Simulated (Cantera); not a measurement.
An isothermal, constant-pressure homogeneous reactor starts with C₂H₄ : H₂ = 1 : 2.4 (molar parts), at 1448 K and 20.0 Torr.

Model: GRI-Mech 3.0 (53 species, 325 reactions), integrated in Cantera. GRI-Mech 3.0 was tuned for natural gas; its chemistry of ethylene as a main component is partial and can be far from experiment. GRI-Mech 3.0 stops at C3 and has no aromatics, soot or wall deposition, so with more carbon than oxygen in the feed, carbon stays in small species such as C2H2 where larger ones or solid carbon would form. Radical loss at walls, strong at low pressure, is not modelled.

Problem. Predict: x(C₂H₄) at 40.0 s; x(H₂) at 40.0 s; x(CH₄) at 40.0 s; x(C₂H) at 40.0 s; x(C₂H₆) at 40.0 s.

Solution. 
| Quantity | Value |
|---|---|
| x(C₂H₄) at 40.0 s | 0.00222 (gas-phase equilibrium 0.00218) |
| x(H₂) at 40.0 s | 0.770 (gas-phase equilibrium 0.763) |
| x(CH₄) at 40.0 s | 0.00365 (gas-phase equilibrium 0.0127) |
| x(C₂H) at 40.0 s | 2.03e-8 (gas-phase equilibrium 1.95e-8) |
| x(C₂H₆) at 40.0 s | 3.62e-7 (gas-phase equilibrium 5.78e-7) |
